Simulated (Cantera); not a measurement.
An isothermal, constant-pressure homogeneous reactor starts with NO : N₂ = 1 : 0.29 (molar parts), at 1550 K and 1.40 bar. Integrator tolerance rtol = 1e-08.

Computed with Cantera and GRI-Mech 3.0 (53 species, 325 reactions).

Q: What does this change do: 0.058 parts H2O added?

A: 
```csv
quantity,before,after
x(NO) at 100 s,0.158 (gas-phase equilibrium 0.00186),0.156 (gas-phase equilibrium 0.00178)
x(O₂) at 100 s,0.308 (gas-phase equilibrium 0.387),0.292 (gas-phase equilibrium 0.370)
x(N₂) at 100 s,0.533 (gas-phase equilibrium 0.611),0.508 (gas-phase equilibrium 0.585)
x(N₂O) at 100 s,8.75e-6 (gas-phase equilibrium 1.17e-7),7.04e-6 (gas-phase equilibrium 1.10e-7)
x(O) at 100 s,3.70e-6 (gas-phase equilibrium 4.14e-6),3.61e-6 (gas-phase equilibrium 4.05e-6)
```

Q: What does this change do: pressure from 1.40 bar to 90.0 Torr?

A: 
| quantity | before | after |
|---|---|---|
| x(NO) at 100 s | 0.158 (gas-phase equilibrium 0.00186) | 0.583 (gas-phase equilibrium 0.00186) |
| x(O₂) at 100 s | 0.308 (gas-phase equilibrium 0.387) | 0.0956 (gas-phase equilibrium 0.387) |
| x(N₂) at 100 s | 0.533 (gas-phase equilibrium 0.611) | 0.321 (gas-phase equilibrium 0.611) |
| x(N₂O) at 100 s | 8.75e-6 (gas-phase equilibrium 1.17e-7) | 0.000108 (gas-phase equilibrium 3.43e-8) |
| x(O) at 100 s | 3.70e-6 (gas-phase equilibrium 4.14e-6) | 7.36e-6 (gas-phase equilibrium 1.41e-5) |
